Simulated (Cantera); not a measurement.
An adiabatic, constant-pressure homogeneous reactor starts with H2 : O2 : N2 : H2O = 1 : 0.357 : 2.43 : 0.35 (molar parts), equivalence ratio 1.4, at 1175 K and 1.00 atm. Integrator tolerance rtol = 1e-08.

Detailed kinetics in Cantera: the H2/O2 subset of GRI-Mech 3.0, which has no nitrogen chemistry.

Problem. What does this change do: pressure from 1.00 atm to 6.32 atm?

Solution. 
```tsv
quantity	before	after
time of steepest temperature rise	94.5 µs	0.314 ms
temperature at 0.300 s	2340 K	2359 K
equilibrium temperature	2340 K	2359 K
x(H2) at 0.300 s	0.0751 (gas-phase equilibrium 0.0751)	0.0754 (gas-phase equilibrium 0.0754)
x(O2) at 0.300 s	9.23e-5 (gas-phase equilibrium 9.23e-5)	1.82e-5 (gas-phase equilibrium 1.82e-5)
x(H2O) at 0.300 s	0.278 (gas-phase equilibrium 0.278)	0.280 (gas-phase equilibrium 0.280)
x(H2O2) at 0.300 s	1.31e-8 (gas-phase equilibrium 1.31e-8)	1.55e-8 (gas-phase equilibrium 1.55e-8)
x(O) at 0.300 s	5.98e-5 (gas-phase equilibrium 5.98e-5)	1.18e-5 (gas-phase equilibrium 1.18e-5)
```
The hydrogen kinetics of GRI-Mech 3.0 are dated; newer H2 mechanisms differ, most at raised pressure.
